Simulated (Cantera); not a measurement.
Cantera with NASA thermochemical tables; ideal gases at 1 bar, condensed phases pure. Values are per mole of reaction as written; species without (g) are pure solids or liquids, kept so even where they would boil at 1 bar.

Task: Between 300 and 1773 K, where is each reaction favourable under standard conditions?
- 5 H2(g) + V2O5 = 5 H2O(g) + 2 V

Result: 
- 5 H2(g) + V2O5 = 5 H2O(g) + 2 V: ΔG° is 276 kJ at 300 K and 132 kJ at 1773 K; it stays positive (K < 1). ΔH° is 184 kJ and ΔS° 29 J/K at 1773 K.
